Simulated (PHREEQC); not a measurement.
1 kg of water holding 18 mmol/kgw KCl and 23 mmol/kgw NaCl is evaporated at 25 °C; the solids stay in contact with the brine. CO2 from the air is kept out. The run lets Halite, Sylvite precipitate or redissolve, and no other solid.

The numbers come from PHREEQC with the Pitzer model, pitzer.dat.

Task: Predict ionic strength at water left (kg) = 0.8219, 0.2082, 0.0293, 0.006093.

Result: 
| water left (kg) | ionic strength |
|---|---|
| 0.8219 | 0.0499 |
| 0.2082 | 0.197 |
| 0.0293 | 1.40 |
| 0.006093 | 6.45 |
